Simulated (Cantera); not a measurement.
**Equilibrium for boron, boron nitride and boron oxide: borazine + O₂ + N₂**

Input: 1 mol borazine, 0.21 mol O₂, 1.4 mol N₂, equilibrated at 0.00410 bar.

Equilibrium computed with Cantera from the NASA thermochemical tables; the gas is ideal and each condensed phase is pure. Candidate condensed phases: B, BN, B₂O₃, B₃O₃H₃, H₂O; 39 gas species. The feed counts by its element totals alone. Mutual solubility and eutectic melting of coexisting phases are not modelled. Kinetics and transport are ignored.

From 923 K to 1523 K the condensed part is BN(s) + B₂O₃(l). The main B-bearing gas is HBO₂ at 923 K and B₂O₃ at 1523 K.

```csv
T (K),x H₂,x N₂,x HBO₂,x B₂O₃,x HBO,x H₂O,n BN(s),n B₂O₃(l)
923,0.660,0.339,1.92e-6,1.49e-11,2.68e-9,0.000733,2.72,0.139
1023,0.660,0.339,1.74e-5,2.40e-9,1.13e-7,0.000708,2.72,0.139
1123,0.660,0.339,0.000104,1.51e-7,2.40e-6,0.000680,2.72,0.139
1223,0.660,0.339,0.000456,4.69e-6,3.06e-5,0.000650,2.72,0.138
1323,0.659,0.339,0.00157,8.48e-5,0.000262,0.000619,2.72,0.134
1423,0.655,0.337,0.00446,0.00100,0.00164,0.000588,2.73,0.118
1523,0.639,0.333,0.0108,0.00841,0.00795,0.000546,2.72,0.0524
```
x: gas mole fraction; n: condensed amount in mol.
